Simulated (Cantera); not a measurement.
Input: 1 mol MgCO3, a varied amount of SO3, 0.059 mol O2, held at 1325 K and 750 Torr.

These are equilibrium values from Cantera (NASA tables, ideal gas, pure condensed phases), not measurements of a reactor. Candidate condensed phases: C, Mg, MgCO3, MgO, MgS, MgSO4, S; 26 gas species. Mutual solubility and eutectic melting of coexisting phases are not modelled. Rates play no part.

x: gas mole fraction; n: condensed amount in mol.

```csv
n(SO3) (mol),x CO2,x SO2,x O2,x SO3,x CO,x O,x SO,n MgO(s),n MgSO4(s)
0.6,0.514,0.295,0.178,0.0129,3.04e-7,1.16e-7,1.00e-8,1.00,0
0.7,0.478,0.320,0.188,0.0143,2.75e-7,1.19e-7,1.06e-8,1.00,0
0.82,0.440,0.345,0.199,0.0159,2.47e-7,1.23e-7,1.11e-8,1.00,0
0.96,0.432,0.351,0.201,0.0162,2.41e-7,1.23e-7,1.12e-8,(withheld),0.111
1.1,0.432,0.351,0.201,0.0162,2.41e-7,1.23e-7,1.12e-8,(withheld),0.251
1.3,0.432,0.351,0.201,0.0162,2.41e-7,1.23e-7,1.12e-8,(withheld),0.451
1.5,0.432,0.351,0.201,0.0162,2.41e-7,1.23e-7,1.12e-8,(withheld),0.651
1.8,0.432,0.351,0.201,0.0162,2.41e-7,1.23e-7,1.12e-8,(withheld),0.951
2.1,0.373,0.391,0.218,0.0188,2.00e-7,1.28e-7,1.20e-8,0,1.00
2.5,0.306,0.436,0.236,0.0219,1.57e-7,1.34e-7,1.29e-8,0,1.00
2.9,0.259,0.468,0.249,0.0241,1.30e-7,1.37e-7,1.34e-8,0,1.00
3.4,0.217,0.496,0.261,0.0261,1.06e-7,1.41e-7,1.39e-8,0,1.00
```

Complete the blanks.


- 0.96, n MgO(s): 0.889
- 1.1, n MgO(s): 0.749
- 1.3, n MgO(s): 0.549
- 1.5, n MgO(s): 0.349
- 1.8, n MgO(s): 0.0491
